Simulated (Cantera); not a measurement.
Input: 1 mol MgCl₂, 0.12 mol O₂, 0.43 mol H₂, held at 1123.15 K and 10.0 mbar.

Equilibrium computed with Cantera from the NASA thermochemical tables; the gas is ideal and each condensed phase is pure. Candidate condensed phases: H₂O, Mg, MgCl₂, MgO, Mg(OH)₂; 22 gas species. Mutual solubility and eutectic melting of coexisting phases are not modelled. Kinetics and transport are ignored.

Base state: HCl 0.548, MgCl₂ 0.235, H₂ 0.217, H₂O 0.000160 (mole fractions); condensed: MgCl₂(l) + MgO(s).

Q: What changes in the equilibrium state with this change: temperature from 1123.15 K to 1475 K?

A: 
```json
[
 {"species": "MgCl₂", "before": "0.235", "after": "0.532"},
 {"species": "HCl", "before": "0.548", "after": "0.334"},
 {"species": "H₂", "before": "0.217", "after": "0.133"},
 {"species": "MgCl", "before": "1.49e-8", "after": "2.49e-5"},
 {"species": "H", "before": "1.99e-7", "after": "4.73e-5"},
 {"species": "Cl", "before": "4.47e-7", "after": "9.62e-5"},
 {"species": "MgCl₂(l), mol", "before": "0.555", "after": "0"},
 {"species": "MgO(s), mol", "before": "0.240", "after": "0.239"}
]
```

Q: What changes in the equilibrium state with this change: temperature from 1123.15 K to 1973.15 K?

A: 
| species | before | after |
|---|---|---|
| MgCl₂ | 0.235 | 0.524 |
| HCl | 0.548 | 0.313 |
| H₂ | 0.217 | 0.122 |
| H₂O | 0.000160 | 0.0145 |
| Mg | <1e-9 | 0.00869 |
| MgCl | 1.49e-8 | 0.00397 |
| OH | <1e-9 | 5.31e-5 |
| MgOH | <1e-9 | 2.43e-5 |
| MgCl₂(l), mol | 0.555 | 0 |
| MgO(s), mol | 0.240 | 0.219 |

Q: What changes in the equilibrium state with this change: pressure from 10.0 mbar to 1.33 mbar?

A: 
```json
[
 {"species": "MgCl₂", "before": "0.235", "after": "0.531"},
 {"species": "HCl", "before": "0.548", "after": "0.336"},
 {"species": "H₂", "before": "0.217", "after": "0.133"},
 {"species": "H₂O", "before": "0.000160", "after": "2.65e-5"},
 {"species": "MgCl₂(l), mol", "before": "0.555", "after": "0"},
 {"species": "MgO(s), mol", "before": "0.240", "after": "0.240"}
]
```
